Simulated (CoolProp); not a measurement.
A single-stage vapour-compression cycle with R152A: evaporating at 264.15 K (dew point), condensing at 306.15 K (bubble point), superheat 2 K, subcooling 8 K, compressor efficiency 0.6, no pressure losses. Each further row changes one setting.

Model: reference Helmholtz-energy equation of state, Outcalt 1996, in CoolProp. It is a modified Benedict-Webb-Rubin equation, recast in Helmholtz form.

```tsv
case	cooling COP	pressure ratio	discharge temperature (K)	refrigerating effect (kJ/kg)	volumetric capacity (kJ/m³)
as stated	3.36	3.98	347.2	259	1560
evaporating temperature 269.15 K	3.95	?	?	?	1890
condensing temperature 301.15 K	3.89	?	338.7	268	1610
subcooling 13 K	3.47	3.98	347.2	268	1610
superheat 12 K	3.33	3.98	358.4	270	?
compressor efficiency 0.5	?	3.98	359.4	259	1560
```

Question: What belongs in the gaps?

Answer: 
- evaporating temperature 269.15 K, pressure ratio: 3.29
- evaporating temperature 269.15 K, discharge temperature (K): 341.5
- evaporating temperature 269.15 K, refrigerating effect (kJ/kg): 263
- condensing temperature 301.15 K, pressure ratio: 3.45
- superheat 12 K, volumetric capacity (kJ/m³): 1550
- compressor efficiency 0.5, cooling COP: 2.80
